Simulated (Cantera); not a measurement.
**Equilibrium for roasting and sulfation: FeS₂ + O₂**

Charge: 1 mol FeS₂, 2.5 mol O₂, held at 1.90 bar.

Method: chemical equilibrium by Gibbs-energy minimisation in Cantera with the NASA 1993 tables (ideal gas, pure condensed phases). Candidate condensed phases: Fe, FeO, FeS, FeSO₄, FeS₂, Fe₂O₃, Fe₂(SO₄)₃, Fe₃O₄, S; 12 gas species. Gases not in the tables: S₃ to S₇. Equilibrium is a limit: real reactors are often held back by kinetics, nucleation or transport.

| T (°C) | x SO₂ | x S₂ | x S₂O | x SO | x SO₃ | x S₈ | n FeSO₄(s) | n FeS₂(s) | n Fe₂O₃(s) | n Fe₃O₄(s) |
|---|---|---|---|---|---|---|---|---|---|---|
| 352 | 1.000 | 3.76e-5 | 4.39e-5 | 6.76e-10 | 2.04e-9 | 6.15e-8 | 0.833 | 0.167 | 0 | 0 |
| 377 | 1.000 | 4.45e-5 | 4.83e-5 | 1.74e-9 | 3.59e-9 | 6.09e-9 | 0.833 | 0.167 | 0 | 0 |
| 402 | 1.000 | 5.20e-5 | 5.28e-5 | 4.15e-9 | 6.06e-9 | 7.27e-10 | 0.833 | 0.167 | 0 | 0 |
| 427 | 1.000 | 7.26e-5 | 6.60e-5 | 9.79e-9 | 9.42e-9 | 2.15e-10 | 0 | 0.0907 | 0.455 | 0 |
| 452 | 1.000 | 0.000147 | 0.000109 | 2.40e-8 | 1.29e-8 | 3.35e-10 | 0 | 0.0622 | 0 | 0.313 |
| 477 | 1.000 | 0.000299 | 0.000182 | 5.62e-8 | 1.70e-8 | 6.36e-10 | 0 | 0.0619 | 0 | 0.313 |
| 502 | 0.999 | 0.000583 | 0.000294 | 1.25e-7 | 2.20e-8 | 1.17e-9 | 0 | 0.0614 | 0 | 0.313 |
| 527 | 0.998 | 0.00109 | 0.000462 | 2.63e-7 | 2.80e-8 | 2.08e-9 | 0 | 0.0605 | 0 | 0.313 |
| 552 | 0.997 | 0.00197 | 0.000706 | 5.30e-7 | 3.52e-8 | 3.62e-9 | 0 | 0.0590 | 0 | 0.314 |
| 577 | 0.996 | 0.00343 | 0.00105 | 1.03e-6 | 4.35e-8 | 6.12e-9 | 0 | 0.0566 | 0 | 0.314 |
| 602 | 0.993 | 0.00580 | 0.00153 | 1.91e-6 | 5.31e-8 | 1.01e-8 | 0 | 0.0527 | 0 | 0.316 |
| 627 | 0.988 | 0.00952 | 0.00218 | 3.43e-6 | 6.39e-8 | 1.62e-8 | 0 | 0.0467 | 0 | 0.318 |
x: gas mole fraction; n: condensed amount in mol.

From 352 °C to 402 °C the condensed part is FeSO₄(s) + FeS₂(s). At 427 °C the condensed part is FeS₂(s) + Fe₂O₃(s). From 452 °C to 627 °C the condensed part is FeS₂(s) + Fe₃O₄(s).
